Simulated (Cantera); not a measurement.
A perfectly stirred reactor is fed with CH4 : H2O : H2 = 1 : 2.9 : 0.18 (molar parts), at 580000 Pa; it is held at 1850 K, and followed from long to short residence time.

Detailed kinetics in Cantera: GRI-Mech 3.0 (53 species, 325 reactions).

**Question.** What does this change do: pressure from 580000 Pa to 16000 Pa?

**Answer.** 
```
quantity                 before    after
----------------------  -------  -------
x(CH4) at τ = 0.740 s   0.00742  0.00994
x(H2O) at τ = 0.740 s     0.309    0.333
x(H2) at τ = 0.740 s      0.525    0.504
x(C2H) at τ = 0.740 s   5.62e-9  1.76e-7
x(CH2O) at τ = 0.740 s  5.74e-7  1.92e-6
x(CH4) at τ = 11.0 ms    0.0487   0.0674
x(H2O) at τ = 11.0 ms     0.485    0.572
x(H2) at τ = 11.0 ms      0.362    0.279
x(C2H) at τ = 11.0 ms   1.51e-7  1.14e-6
x(CH2O) at τ = 11.0 ms  7.03e-6  3.06e-5
```
